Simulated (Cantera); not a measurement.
A Cantera script and what it prints.

```python
import numpy as np
import cantera as ct

gas_names = """
    CL CLO CL2 H HCL HOCL HO2 H2 H2O H2O2 O OH O2 O3
""".split()
cond_names = """
    H2O(s) H2O(L)
""".split()


# ... load() reads the species with a 1 bar reference pressure and builds the phases ...
atoms = {
    'HCl': {'H': 1, 'CL': 1},
    'O2': {'O': 2},
}
top_T = {}  # K; cautious upper limits of use, not melting points


# ... equilibrate(T, P, feed) seeds the gas with the atoms and calls Mixture.equilibrate('TP', solver="vcs", rtol=1e-11, max_steps=5000) ...
results = []
feed = {'HCl': 1, 'O2': 0.32}  # mol
P = 133.322  # Pa
for T in [1850, 1950, 2050, 2150, 2250, 2350, 2450, 2550, 2650, 2750, 2850, 2950]:
    mix = equilibrate(T, P, feed)
    results.append((T, P, feed, dict(zip(mix.species_names, mix.species_moles))))
    x = sorted(zip(gas.X, gas.species_names), reverse=True)
    print(f"T = {T:g} K  P = {P:g} Pa  gas = {mix.phase_moles(0):.4g} mol")
    print("   x: " + "  ".join(f"{s} {v:.3e}" for v, s in x if v > 0.001))
    print("   condensed (mol): " + ("  ".join(f"{mix.phase(i).name} {mix.phase_moles(i):.4g}"
          for i in range(1, mix.n_phases) if mix.phase_moles(i) > 1e-12) or "none"))
```

Result:

```
T = 1850 K  P = 133.322 Pa  gas = 1.402 mol
   x: HCL 4.901e-01  CL 2.225e-01  O2 1.705e-01  H2O 1.085e-01  OH 4.789e-03  O 2.181e-03
   condensed (mol): none
T = 1950 K  P = 133.322 Pa  gas = 1.42 mol
   x: HCL 4.458e-01  CL 2.577e-01  O2 1.573e-01  H2O 1.225e-01  OH 8.582e-03  O 4.902e-03  H2 1.657e-03  H 1.278e-03
   condensed (mol): none
T = 2050 K  P = 133.322 Pa  gas = 1.445 mol
   x: HCL 4.008e-01  CL 2.911e-01  O2 1.430e-01  H2O 1.327e-01  OH 1.423e-02  O 1.008e-02  H2 4.008e-03  H 3.933e-03
   condensed (mol): none
T = 2150 K  P = 133.322 Pa  gas = 1.479 mol
   x: HCL 3.539e-01  CL 3.218e-01  H2O 1.361e-01  O2 1.277e-01  OH 2.184e-02  O 1.913e-02  H 1.074e-02  H2 8.639e-03
   condensed (mol): none
T = 2250 K  P = 133.322 Pa  gas = 1.534 mol
   x: CL 3.484e-01  HCL 3.034e-01  H2O 1.294e-01  O2 1.116e-01  O 3.376e-02  OH 3.085e-02  H 2.607e-02  H2 1.643e-02
   condensed (mol): none
T = 2350 K  P = 133.322 Pa  gas = 1.621 mol
   x: CL 3.694e-01  HCL 2.475e-01  H2O 1.101e-01  O2 9.477e-02  H 5.601e-02  O 5.567e-02  OH 3.954e-02  H2 2.689e-02
   condensed (mol): none
T = 2450 K  P = 133.322 Pa  gas = 1.753 mol
   x: CL 3.829e-01  HCL 1.874e-01  H 1.052e-01  O 8.578e-02  H2O 7.988e-02  O2 7.723e-02  OH 4.492e-02  H2 3.656e-02
   condensed (mol): none
T = 2550 K  P = 133.322 Pa  gas = 1.933 mol
   x: CL 3.882e-01  H 1.707e-01  HCL 1.290e-01  O 1.226e-01  O2 5.881e-02  H2O 4.687e-02  OH 4.393e-02  H2 3.992e-02
   condensed (mol): none
T = 2650 K  P = 133.322 Pa  gas = 2.138 mol
   x: CL 3.873e-01  H 2.388e-01  O 1.605e-01  HCL 8.042e-02  O2 4.053e-02  OH 3.622e-02  H2 3.461e-02  H2O 2.155e-02
   condensed (mol): none
T = 2750 K  P = 133.322 Pa  gas = 2.321 mol
   x: CL 3.843e-01  H 2.939e-01  O 1.924e-01  HCL 4.645e-02  OH 2.545e-02  O2 2.497e-02  H2 2.460e-02  H2O 7.934e-03
   condensed (mol): none
T = 2850 K  P = 133.322 Pa  gas = 2.453 mol
   x: CL 3.818e-01  H 3.301e-01  O 2.142e-01  HCL 2.583e-02  OH 1.596e-02  H2 1.536e-02  O2 1.410e-02  H2O 2.528e-03
   condensed (mol): none
T = 2950 K  P = 133.322 Pa  gas = 2.534 mol
   x: CL 3.804e-01  H 3.513e-01  O 2.271e-01  HCL 1.429e-02  OH 9.460e-03  H2 9.020e-03  O2 7.605e-03
   condensed (mol): none
```

Cantera equilibrium calculation (NASA polynomials, part measured and part estimated; ideal gas, pure solids and liquids).
